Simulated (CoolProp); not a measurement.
Properties of R227EA along the isotherm 237.9 K.

Computed with CoolProp (reference Helmholtz-energy equation of state, Lemmon 2016).

```csv
p (bar),phase,density (kg/m³),conductivity (mW/(m K))
1.22,liquid,1608,74.9
2.44,liquid,1608,75.0
3.66,liquid,1609,75.0
4.88,liquid,1609,75.1
6.09,liquid,1610,75.1
7.31,liquid,1610,75.2
8.53,liquid,1610,75.2
9.75,liquid,1611,75.2
11,liquid,1611,75.3
12.2,liquid,1611,75.3
13.4,liquid,1612,75.4
14.6,liquid,1612,75.4
```

Thermal conductivity comes from a separate model (Huber 2003), an estimate that may be off by 10 % or more.
